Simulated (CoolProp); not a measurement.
Vapour pressure (kPa) of R124: the reference equation beside estimates from Tc = 395.4 K, pc = 3624 kPa, ω = 0.288. Clausius-Clapeyron is anchored at 301 K with a constant enthalpy of vaporisation of 19.77 kJ/mol.

Computed with CoolProp (reference Helmholtz-energy equation of state, de Vries 1995).

```json
[
 {"T (K)": "301", "reference": "417.5", "Clausius-Clapeyron": "417.5", "van der Waals": "1100", "Redlich-Kwong": "619.1"},
 {"T (K)": "308.3", "reference": "517.6", "Clausius-Clapeyron": "503.4", "van der Waals": "1232", "Redlich-Kwong": "…"},
 {"T (K)": "315.5", "reference": "633.1", "Clausius-Clapeyron": "600.3", "van der Waals": "1372", "Redlich-Kwong": "874.6"},
 {"T (K)": "322.8", "reference": "768.8", "Clausius-Clapeyron": "711.8", "van der Waals": "1525", "Redlich-Kwong": "1027"},
 {"T (K)": "330.1", "reference": "925.1", "Clausius-Clapeyron": "837.8", "van der Waals": "1687", "Redlich-Kwong": "1197"},
 {"T (K)": "337.3", "reference": "1101", "Clausius-Clapeyron": "977.0", "van der Waals": "1857", "Redlich-Kwong": "1383"},
 {"T (K)": "344.6", "reference": "1304", "Clausius-Clapeyron": "1134", "van der Waals": "2041", "Redlich-Kwong": "1590"},
 {"T (K)": "351.8", "reference": "1531", "Clausius-Clapeyron": "1307", "van der Waals": "2232", "Redlich-Kwong": "1814"},
 {"T (K)": "359.1", "reference": "…", "Clausius-Clapeyron": "1499", "van der Waals": "…", "Redlich-Kwong": "2061"}
]
```

Question: What belongs in the gaps?

Answer: 
- 308.3, Redlich-Kwong: 740.1
- 359.1, reference: 1789
- 359.1, van der Waals: 2437

Absolute difference from the reference over all 9 rows, mean and median: Clausius-Clapeyron 8.9 and 9.4 %, van der Waals 89.6 and 82.4 %, Redlich-Kwong 30.4 and 29.4 %.
